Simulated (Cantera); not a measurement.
Charge: 1 mol C3H6, 0.17 mol CO2, 0.88 mol H2, equilibrated at 1452 °C and 10.0 mbar.

Cantera equilibrium calculation (NASA polynomials, part measured and part estimated; ideal gas, pure solids and liquids). Candidate condensed phases: C, C6H6, C7H8, C8H18, H2O; 110 gas species. Rates play no part.

Base state: H2 0.918, CO 0.0805, H 0.00178, C2H2 (acetylene) 8.45e-5 (mole fractions); condensed: C(graphite).

Task: What changes in the equilibrium state with this change: CO2 from 0.17 to 0.056 mol?

Result: 
```tsv
species	before	after
H2	0.918	0.970
CO	0.0805	0.0280
H	0.00178	0.00183
C2H2 (acetylene)	8.45e-5	8.94e-5
C(graphite), mol	2.83	2.94
```
